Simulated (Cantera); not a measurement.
A Cantera script and its output.

```python
import numpy as np
import cantera as ct

surf = ct.Interface("ptcombust.yaml", "Pt_surf")
gas = surf.adjacent["gas"]
gas.TPX = 300, 17000, {'CH4': 0.08, 'O2': 0.064, 'N2': 0.79}
jet = ct.ImpingingJet(gas=gas, width=0.069, surface=surf)
jet.inlet.mdot, jet.inlet.T, jet.inlet.X = 0.086, 300, {'CH4': 0.08, 'O2': 0.064, 'N2': 0.79}
jet.set_refine_criteria(ratio=10, slope=0.2, curve=0.3)
show, cover = ['CH4', 'O2', 'H2O', 'OH', 'CO', 'CO2'], ["PT(S)", "H(S)", "O(S)", "OH(S)", "CO(S)", "C(S)"]

rows = []
print(f"{'Ts/K':>7s}" + "".join(f"{s:>11s}" for s in show + cover) + "   (gas at the wall, coverages)")
for i, Ts in enumerate([900, 950, 1000, 1050, 1100]):
    jet.surface.T = Ts
    if i == 0:
        surf.TP = Ts, 17000
        surf.coverages = "PT(S):0.5, O(S):0.5"
        surf.advance_coverages(1.0)
        jet.set_initial_guess(products="inlet")
    jet.solve(loglevel=0, auto=(i == 0))
    rows.append([*(jet.X[gas.species_index(s), -1] for s in show), *surf[cover].coverages])
    print(f"{Ts:7g}" + "".join(f"{x:11.3e}" for x in rows[-1]))
```

It prints:

```
   Ts/K        CH4         O2        H2O         OH         CO        CO2      PT(S)       H(S)       O(S)      OH(S)      CO(S)       C(S)   (gas at the wall, coverages)
    900  4.672e-02  1.205e-02  6.192e-02  7.872e-12  4.068e-02  1.904e-05  1.884e-01  1.512e-03  1.401e-07  5.376e-07  8.323e-02  7.269e-01
    950  4.054e-02  1.001e-02  5.947e-02  2.337e-11  4.700e-02  1.809e-05  2.167e-01  1.984e-03  1.045e-07  4.586e-07  5.117e-02  7.302e-01
   1000  3.088e-02  7.188e-03  5.513e-02  6.738e-11  5.685e-02  2.489e-05  2.691e-01  2.464e-03  9.123e-08  4.689e-07  4.197e-02  6.865e-01
   1050  1.555e-02  3.478e-03  4.704e-02  1.824e-10  7.235e-02  7.330e-05  4.095e-01  3.317e-03  1.067e-07  6.175e-07  5.876e-02  5.284e-01
   1100  4.726e-03  1.155e-03  4.039e-02  6.093e-10  8.270e-02  7.404e-04  7.414e-01  4.254e-03  3.320e-07  1.320e-06  1.118e-01  1.426e-01
```

Cantera simulation using Deutschmann's 1995 Pt surface mechanism with GRI-Mech 3.0 gas chemistry; the numbers are that mechanism's predictions, not measurements. Catalytic surfaces can have several steady states; this one follows from the mechanism file's or the stated starting coverage.
